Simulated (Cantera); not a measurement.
# Gas-phase reforming

An isothermal, constant-pressure homogeneous reactor starts with 21.6 % CH₄, 69.3 % CO₂, 9.09 % H₂, at 2050 K and 500000 Pa.

Cantera simulation using GRI-Mech 3.0 (53 species, 325 reactions); the numbers are that mechanism's predictions, not measurements.

```tsv
t (s)	x CH₄	x CO₂	x H₂	x C₂H₄	x OH
3.00e-5	0.124	0.603	0.151	0.00795	2.58e-5
8.68e-5	0.0629	0.481	0.155	0.00238	4.32e-5
0.000251	0.0188	0.320	0.101	0.000546	8.18e-5
0.000727	0.00704	0.223	0.0960	0.000187	9.54e-5
0.00211	0.00479	0.167	0.131	8.23e-5	7.03e-5
0.00609	0.00133	0.135	0.159	9.00e-6	5.63e-5
0.0176	2.93e-6	0.131	0.164	5.50e-9	5.56e-5
0.0510	8.91e-9	0.131	0.164	<1e-12	5.56e-5
0.148	8.91e-9	0.131	0.164	<1e-12	5.56e-5
0.428	8.91e-9	0.131	0.164	<1e-12	5.56e-5
1.24	8.91e-9	0.131	0.164	<1e-12	5.56e-5
3.58	8.91e-9	0.131	0.164	<1e-12	5.56e-5
10.4	8.91e-9	0.131	0.164	<1e-12	5.56e-5
30.0	8.91e-9	0.131	0.164	<1e-12	5.56e-5
```
x: mole fraction; the columns are a selection and need not sum to one.

Equilibrium at this temperature and pressure: CH₄ 9.68e-9, CO₂ 0.131, H₂ 0.164, C₂H₄ <1e-12, OH 5.56e-5 (gas phase only).
